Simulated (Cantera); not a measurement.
**PH3 + H2O + H2 (abatement and gas-phase synthesis)**

A closed system holds: 1 mol PH3, a varied amount of H2O, 0.077 mol H2, at 1848 K and 0.188 Torr.

These are equilibrium values from Cantera (NASA tables, ideal gas, pure condensed phases), not measurements of a reactor. Candidate condensed phases: H2O, P, P4O10; 17 gas species. Gases not in the tables: HPO2, HPO3 and P4O6. Kinetics and transport are ignored.

```
n(H2O) (mol)   x H2   x P2    x PO     x H    x H2O     x PO2
------------  -----  -----  ------  ------  -------  --------
0.043         0.729  0.219  0.0178  0.0286  0.00181   7.37e-5
0.055         0.728  0.215  0.0225  0.0286  0.00231  0.000119
0.07          0.727  0.210  0.0283  0.0286  0.00292  0.000190
0.089         0.725  0.203  0.0354  0.0286  0.00371  0.000302
0.11          0.723  0.197  0.0429  0.0285  0.00456  0.000452
0.15          0.720  0.184  0.0565  0.0285  0.00618  0.000810
0.19          0.718  0.172  0.0692  0.0284  0.00779   0.00125
0.24          0.714  0.159  0.0839  0.0283  0.00979   0.00192
0.3           0.710  0.143  0.0998  0.0283   0.0122   0.00286
0.39          0.705  0.123   0.121  0.0282   0.0158   0.00453
0.5           0.699  0.101   0.142  0.0280   0.0204   0.00693
```
x: gas mole fraction; nothing condenses.

From 0.043 mol H2O to 0.5 mol H2O nothing is condensed.
